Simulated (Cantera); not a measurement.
A Cantera script and what it prints.

```python
import numpy as np
import cantera as ct

gas_names = """
    NbO2 H2O2 N NH3 NO2 H2
""".split()
cond_names = """
    Nb2O5(s) Nb2O5(L) NbO2(I) NbO2(II) NbO2(III) NbO2(L)
""".split()


def load(file, names, dense=False):
    # The tables refer to 1 bar. Condensed volumes are neglected.
    table = {s.name: s for s in ct.Species.list_from_file(file)}
    out = []
    for n in names:
        d = dict(table[n].input_data)
        d["thermo"] = dict(d["thermo"], **{"reference-pressure": 1e5})
        if dense:
            d["equation-of-state"] = {"model": "constant-volume", "density": "1e6 g/cm^3"}
        out.append(ct.Species.from_dict(d))
    return out


species = {s.name: s for s in load("nasa_gas.yaml", gas_names) + load("nasa_condensed.yaml", cond_names)}
# Each term lists the table entries of one substance; the one whose range holds T is used.
reactions = {
    '12 NbO2(g) + 3 H2O2(g) + 2 N(g) = 2 NH3(g) + 6 Nb2O5':
        [(-12, ['NbO2']), (-3, ['H2O2']), (-2, ['N']), (2, ['NH3']), (6, ['Nb2O5(s)', 'Nb2O5(L)'])],
    '2 NO2(g) + 3 H2(g) + 8 NbO2 = 2 NH3(g) + 4 Nb2O5':
        [(-2, ['NO2']), (-3, ['H2']), (-8, ['NbO2(I)', 'NbO2(II)', 'NbO2(III)', 'NbO2(L)']), (2, ['NH3']), (4, ['Nb2O5(s)', 'Nb2O5(L)'])],
}


def pick(names, T):
    return next(species[n] for n in names if species[n].thermo.min_temp <= T <= species[n].thermo.max_temp)


results = []
for label, terms in reactions.items():
    print(label)
    print("     T/K   dH/kJ  dS/(J/K)   dG/kJ   log10 K")
    for T in [1350, 1450, 1550, 1650, 1750, 1850, 1950, 2050]:
        used = [(nu, pick(names, T)) for nu, names in terms]
        dH = sum(nu * s.thermo.h(T) for nu, s in used) / 1e6
        dS = sum(nu * s.thermo.s(T) for nu, s in used) / 1e3
        dG = dH - T * dS / 1e3
        logK = -dG * 1e6 / (ct.gas_constant * T * np.log(10))
        results.append((label, T, dH, dS, dG, logK, [s.name for _, s in used]))
        print(f"{T:8g} {dH:8.1f} {dS:8.1f} {dG:8.1f} {logK:8.2f}")
```

Output:

```
12 NbO2(g) + 3 H2O2(g) + 2 N(g) = 2 NH3(g) + 6 Nb2O5
     T/K   dH/kJ  dS/(J/K)   dG/kJ   log10 K
    1350  -9367.4  -2726.4  -5686.7   220.03
    1450  -9338.7  -2705.9  -5415.1   195.07
    1550  -9309.9  -2686.7  -5145.5   173.40
    1650  -9281.0  -2668.6  -4877.8   154.41
    1750  -9252.0  -2651.5  -4611.8   137.65
    1850  -8574.2  -2272.2  -4370.6   123.40
    1950  -8509.8  -2238.3  -4145.1   111.03
    2050  -8445.5  -2206.1  -3922.9    99.95
2 NO2(g) + 3 H2(g) + 8 NbO2 = 2 NH3(g) + 4 Nb2O5
     T/K   dH/kJ  dS/(J/K)   dG/kJ   log10 K
    1350  -1475.3   -457.3   -857.9    33.19
    1450  -1477.3   -458.7   -812.1    29.26
    1550  -1478.8   -459.8   -766.2    25.82
    1650  -1480.1   -460.5   -720.2    22.80
    1750  -1481.1   -461.1   -674.1    20.12
    1850  -1049.4   -219.5   -643.4    18.17
    1950  -1026.5   -207.4   -622.1    16.66
    2050  -1003.5   -195.9   -601.9    15.34
```

Cantera with NASA thermochemical tables; ideal gases at 1 bar, condensed phases pure. Condensed species are held in their standard states even where they would react or evaporate.
